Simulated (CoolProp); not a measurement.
Vapour-liquid equilibrium of CH2F2 (R32) (1) + R134a (2) at 189.4 K; x and y are mole fractions of (1).

Model: multi-fluid Helmholtz-energy mixture model, Tillner-Roth 1997 and Tillner-Roth 1994; pair parameters Lemmon 2004, in CoolProp.

```
x     bubble pressure, mixture model (kPa)  bubble pressure, Raoult's law (kPa)  y, mixture model  y, Raoult's law
----  ------------------------------------  -----------------------------------  ----------------  ---------------
0.05                                 3.324                                3.255             0.235            0.219
0.15                                 4.582                                4.414             0.501            0.485
0.25                                 5.793                                5.573             0.650            0.640
0.35                                 6.967                                6.732             0.746            0.742
0.45                                 8.111                                7.891             0.813            0.814
0.55                                 9.236                                9.050             0.864            0.867
0.65                                 10.35                                10.21             0.904            0.908
0.75                                 11.46                                11.37             0.937            0.941
0.85                                 12.57                                12.53             0.965            0.968
0.95                                 13.70                                13.69             0.989            0.990
```

The largest gap from Raoult's law is +3.9 % in bubble pressure, at x = 0.25. No azeotrope shows between x = 0.05 and 0.95.

Pair parameters are fitted to limited data, so mixtures are less certain than the pure fluids.
